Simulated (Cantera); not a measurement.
A closed system holds: 1 mol MgO, 8.5 mol CO, held at 2.80 mbar.

Method: chemical equilibrium by Gibbs-energy minimisation in Cantera with the NASA 1993 tables (ideal gas, pure condensed phases). Candidate condensed phases: C, Mg, MgCO3, MgO; 15 gas species. Equilibrium is a limit: real reactors are often held back by kinetics, nucleation or transport.

Problem. What share of the Mg ends up in condensed phases as a function of T (K), at 1623, 1723, 1823, 1923, 2023, 2123, 2223, 2323, 2423, 2523, 2623?

Solution. 
```
T (K)  Mg condensed (%)      as
-----  ----------------  ------
1623               98.7  MgO(s)
1723               96.7  MgO(s)
1823               92.1  MgO(s)
1923               83.0  MgO(s)
2023               65.9  MgO(s)
2123               36.1  MgO(s)
2223                0.0       -
2323                0.0       -
2423                0.0       -
2523                0.0       -
2623                0.0       -
```
